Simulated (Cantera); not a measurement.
A perfectly stirred reactor is fed with CH3OH : O2 : N2 = 0.019 : 0.0097 : 1 (molar parts), equivalence ratio 2.9, at 0.898 atm; it is held at 1475 K, and followed from long to short residence time.

Model: GRI-Mech 3.0 (53 species, 325 reactions), integrated in Cantera. GRI-Mech 3.0 was tuned for natural gas; its chemistry of methanol as a main component is partial and can be far from experiment.

What does this change do: 0.016 parts H2 added?


```tsv
quantity	before	after
x(CH3OH) at τ = 4.00 s	5.59e-7	7.20e-7
x(O2) at τ = 4.00 s	8.39e-6	1.06e-5
x(CH2CO) at τ = 4.00 s	6.02e-9	9.28e-9
x(HCN) at τ = 4.00 s	8.56e-7	3.47e-7
x(OH) at τ = 4.00 s	1.08e-6	5.46e-7
x(CH3OH) at τ = 23.0 ms	1.92e-5	2.26e-5
x(O2) at τ = 23.0 ms	0.000266	0.000307
x(CH2CO) at τ = 23.0 ms	1.55e-7	2.23e-7
x(HCN) at τ = 23.0 ms	5.88e-6	2.45e-6
x(OH) at τ = 23.0 ms	6.85e-6	3.82e-6
```

What does this change do: pressure from 0.898 atm to 7.90 atm?


```tsv
quantity	before	after
x(CH3OH) at τ = 4.00 s	5.59e-7	1.75e-6
x(O2) at τ = 4.00 s	8.39e-6	2.10e-5
x(CH2CO) at τ = 4.00 s	6.02e-9	4.94e-8
x(HCN) at τ = 4.00 s	8.56e-7	9.58e-9
x(OH) at τ = 4.00 s	1.08e-6	4.03e-8
x(CH3OH) at τ = 23.0 ms	1.92e-5	1.50e-5
x(O2) at τ = 23.0 ms	0.000266	0.000170
x(CH2CO) at τ = 23.0 ms	1.55e-7	1.41e-7
x(HCN) at τ = 23.0 ms	5.88e-6	1.43e-7
x(OH) at τ = 23.0 ms	6.85e-6	9.51e-7
```
